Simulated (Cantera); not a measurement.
Cantera run, input and output.

```python
import numpy as np
import cantera as ct

gas = ct.Solution("gri30.yaml", transport_model="multicomponent")
show = ['H2O', 'NH3', 'C2H2']

rows = []
print(f"{'T/K':>7s}{'rho':>11s}{'cp':>10s}{'mu':>11s}{'lambda':>11s}{'Pr':>7s}" + "".join(f"{'D_' + s:>11s}" for s in show))
for T in [400, 650, 900, 1150, 1400, 1650, 1900, 2150]:
    gas.TPX = T, 35, {'N2': 0.34}
    Pr = gas.cp_mass * gas.viscosity / gas.thermal_conductivity
    D = [gas.mix_diff_coeffs_mole[gas.species_index(s)] for s in show]
    rows.append([gas.density, gas.cp_mass, gas.viscosity, gas.thermal_conductivity, Pr, *D])
    print(f"{T:7g}{gas.density:11.4e}{gas.cp_mass:10.1f}{gas.viscosity:11.4e}"
          f"{gas.thermal_conductivity:11.4e}{Pr:7.3f}" + "".join(f"{d:11.4e}" for d in D))
print("SI units: kg/m3, J/kg/K, Pa s, W/m/K, m2/s")
```

Result:

```
    T/K        rho        cp         mu     lambda     Pr      D_H2O      D_NH3     D_C2H2
    400 2.9481e-04    1046.6 2.2340e-05 3.2949e-02  0.710 1.1467e-01 1.1066e-01 8.1236e-02
    650 1.8142e-04    1084.0 3.1222e-05 4.7935e-02  0.706 2.8167e-01 2.6805e-01 1.8947e-01
    900 1.3103e-04    1147.0 3.8733e-05 6.2946e-02  0.706 5.0196e-01 4.7432e-01 3.2956e-01
   1150 1.0254e-04    1195.4 4.5455e-05 7.7002e-02  0.706 7.6795e-01 7.2281e-01 4.9769e-01
   1400 8.4233e-05    1230.7 5.1644e-05 9.0086e-02  0.706 1.0750e+00 1.0094e+00 6.9144e-01
   1650 7.1470e-05    1257.7 5.7439e-05 1.0241e-01  0.705 1.4199e+00 1.3312e+00 9.0907e-01
   1900 6.2066e-05    1278.0 6.2924e-05 1.1403e-01  0.705 1.8004e+00 1.6864e+00 1.1493e+00
   2150 5.4849e-05    1293.2 6.8156e-05 1.2502e-01  0.705 2.2150e+00 2.0732e+00 1.4110e+00
SI units: kg/m3, J/kg/K, Pa s, W/m/K, m2/s
```

Detailed kinetics in Cantera: GRI-Mech 3.0 (53 species, 325 reactions).
